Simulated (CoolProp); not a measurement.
Model: reference Helmholtz-energy equation of state, Smukala 2000, in CoolProp.

For ethylene, give the phase and the cp (kJ/(kg K)) at 397.4 K and 672 kPa.


- 397.4 K and 672 kPa: gas; cp 1.91
